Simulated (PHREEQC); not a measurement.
## Leach liquor

Solution (25 °C): 0.19 mol H2SO4, 0.00011 mol Al2(SO4)3 and 0.14 mol MgSO4 per kg of water. Closed to the air; pH follows from the charge balance.

The numbers come from PHREEQC with the ion-association model, phreeqc.dat.

| Property | Value |
|---|---|
| pH | 0.89 |
| ionic strength | 0.465 mol/kgw |
| activity of water | 0.990 |
| specific conductance | 59100 µS/cm |
| density | 1.024 g/cm³ |
| total alkalinity | -380 meq/kg |

```tsv
species	molality	activity	log γ
HSO4-	0.211	0.155	-0.136
H+	0.169	0.129	-0.115
Mg+2	0.0794	0.0234	-0.530
MgSO4	0.0606	0.0675	0.047
SO4-2	0.0582	0.0123	-0.675
AlSO4+	0.000137	9.20e-5	-0.173
Al(SO4)2-	5.33e-5	3.58e-5	-0.173
Al+3	2.58e-5	2.37e-6	-1.038
```

This is a speciation only: nothing precipitates in the calculation.
